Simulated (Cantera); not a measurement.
What does this Cantera script print?

```python
import numpy as np
import cantera as ct

gas_names = """
    CL CL2 H HCL H2 N NH NH2 NH3 N2 N2H2 N2H4 Si SiCL SiCL2 SiCL3 SiCL4 SiH SiHCL3 SiH2 SiH2CL2 SiH3
    SiH3CL SiH4 SiN Si2 Si2N Si3
""".split()
cond_names = """
    NH4CL(a) NH4CL(b) Si(cr) Si(L) Si3N4(a)
""".split()


# ... load() reads the species with a 1 bar reference pressure and builds the phases ...
atoms = {
    'SiH2Cl2': {'Si': 1, 'H': 2, 'CL': 2},
    'HCl': {'H': 1, 'CL': 1},
    'N2': {'N': 2},
}
top_T = {'Si3N4(a)': 2400}  # K; cautious upper limits of use, not melting points


# ... equilibrate(T, P, feed) seeds the gas with the atoms and calls Mixture.equilibrate('TP', solver="vcs", rtol=1e-11, max_steps=5000) ...
results = []
feed = {'SiH2Cl2': 1, 'HCl': 0.28, 'N2': 5.7}  # mol
T = 1650  # K
for P in [100, 300, 880, 2600, 7700, 23000, 68000, 200000]:
    mix = equilibrate(T, P, feed)
    results.append((T, P, feed, dict(zip(mix.species_names, mix.species_moles))))
    x = sorted(zip(gas.X, gas.species_names), reverse=True)
    print(f"T = {T:g} K  P = {P:g} Pa  gas = {mix.phase_moles(0):.4g} mol")
    print("   x: " + "  ".join(f"{s} {v:.3e}" for v, s in x if v > 0.001))
    print("   condensed (mol): " + ("  ".join(f"{mix.phase(i).name} {mix.phase_moles(i):.4g}"
          for i in range(1, mix.n_phases) if mix.phase_moles(i) > 1e-12) or "none"))
```

Output:

```
T = 1650 K  P = 100 Pa  gas = 7.92 mol
   x: N2 7.113e-01  H2 1.132e-01  SiCL2 1.123e-01  HCL 6.044e-02
   condensed (mol): Si3N4(a) 0.03332
T = 1650 K  P = 300 Pa  gas = 7.857 mol
   x: N2 7.101e-01  H2 1.048e-01  SiCL2 1.026e-01  HCL 8.006e-02  SiCL3 1.444e-03
   condensed (mol): Si3N4(a) 0.06033
T = 1650 K  P = 880 Pa  gas = 7.788 mol
   x: N2 7.086e-01  HCL 1.023e-01  H2 9.506e-02  SiCL2 9.023e-02  SiCL3 2.920e-03
   condensed (mol): Si3N4(a) 0.09075
T = 1650 K  P = 2600 Pa  gas = 7.703 mol
   x: N2 7.075e-01  HCL 1.262e-01  H2 8.477e-02  SiCL2 7.478e-02  SiCL3 5.430e-03
   condensed (mol): Si3N4(a) 0.1248
T = 1650 K  P = 7700 Pa  gas = 7.602 mol
   x: N2 7.076e-01  HCL 1.484e-01  H2 7.560e-02  SiCL2 5.622e-02  SiCL3 8.749e-03  SiCL4 2.988e-03
   condensed (mol): Si3N4(a) 0.1605
T = 1650 K  P = 23000 Pa  gas = 7.489 mol
   x: N2 7.095e-01  HCL 1.649e-01  H2 6.948e-02  SiCL2 3.637e-02  SiCL3 1.134e-02  SiCL4 7.762e-03
   condensed (mol): Si3N4(a) 0.1935
T = 1650 K  P = 68000 Pa  gas = 7.389 mol
   x: N2 7.125e-01  HCL 1.732e-01  H2 6.720e-02  SiCL2 2.008e-02  SiCL4 1.445e-02  SiCL3 1.150e-02
   condensed (mol): Si3N4(a) 0.2176
T = 1650 K  P = 200000 Pa  gas = 7.319 mol
   x: N2 7.157e-01  HCL 1.746e-01  H2 6.775e-02  SiCL4 2.099e-02  SiCL2 9.835e-03  SiCL3 9.699e-03  SiHCL3 1.367e-03
   condensed (mol): Si3N4(a) 0.2311
```

Equilibrium computed with Cantera from the NASA thermochemical tables; the gas is ideal and each condensed phase is pure. The tables' values for SiCl3, SiCl are old estimates; treat these amounts as uncertain.
